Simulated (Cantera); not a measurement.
Mixture: CH4 : H2 : O2 : N2 = 1 : 0.12 : 4.29 : 16.1 (molar parts), equivalence ratio 0.48, at 4.70 bar, adiabatic and at constant pressure. Ignition delay is the time to a rise of 400 K.

Detailed kinetics in Cantera: GRI-Mech 3.0 (53 species, 325 reactions).

Question: Predict: delay at 1173 K; delay at 1273 K; delay at 1373 K; delay at 1473 K; delay at 1573 K; apparent activation energy between 1473 and 1573 K.

Answer: 
```
Quantity                                                Result
--------------------------------------------------  ----------
delay at 1173 K                                        3.21 ms
delay at 1273 K                                        1.21 ms
delay at 1373 K                                       0.477 ms
delay at 1473 K                                       0.202 ms
delay at 1573 K                                        93.1 µs
apparent activation energy between 1473 and 1573 K  150 kJ/mol
```
